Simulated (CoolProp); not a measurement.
A single-stage vapour-compression cycle with the fluid: evaporating at 202.15 K (dew point), condensing at 243.15 K (bubble point), superheat 8 K, subcooling 8 K, compressor efficiency 0.85, no pressure losses. The same conditions are run with several fluids, on thermodynamics alone (safety and materials aside).

The numbers come from the reference Helmholtz-energy equation of state of each fluid (R13: Platzer 1990; chlorine: Thol 2021; propylene: Lemmon 2013; fluoroethane (R161): Wu 2012; hydrogen chloride: Thol 2018; CH3F (R41): Lemmon 2006) in CoolProp. The equations of Platzer and Polt are older, rougher fits.

```
fluid                cooling COP  pressure ratio  discharge temperature (K)  refrigerating effect (kJ/kg)  volumetric capacity (kJ/m³)
-------------------  -----------  --------------  -------------------------  ----------------------------  ---------------------------
R13                         3.58            4.91                          ?                             ?                         1270
chlorine                       ?            8.55                          ?                           280                          160
propylene                   3.72            6.97                          ?                           402                          298
fluoroethane (R161)            ?            8.75                      309.6                           403                          181
hydrogen chloride           3.39               ?                      353.1                           379                         1740
CH3F (R41)                  3.47            5.49                      326.5                           416                         1270
```

What belongs in the gaps?


- R13, discharge temperature (K): 276.3
- R13, refrigerating effect (kJ/kg): 117
- chlorine, cooling COP: 3.41
- chlorine, discharge temperature (K): 383.3
- propylene, discharge temperature (K): 292.4
- fluoroethane (R161), cooling COP: 3.67
- hydrogen chloride, pressure ratio: 5.11
